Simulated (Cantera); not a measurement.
Charge: 1 mol Cr₂O₃, 640 mol H₂, 20 mol N₂, equilibrated at 1.33 mbar.

Equilibrium computed with Cantera from the NASA thermochemical tables; the gas is ideal and each condensed phase is pure. Candidate condensed phases: Cr, CrN, Cr₂N, Cr₂O₃, H₂O; 29 gas species. Mutual solubility and eutectic melting of coexisting phases are not modelled. Equilibrium is a limit: real reactors are often held back by kinetics, nucleation or transport.

Problem. At 1250 K, list the 4 most abundant gas species with their mole fractions, and the condensed phases.

Solution. H₂ 0.970, N₂ 0.0303, H₂O 0.000164, H 1.30e-5. Condensed: Cr(s) + Cr₂O₃(s).
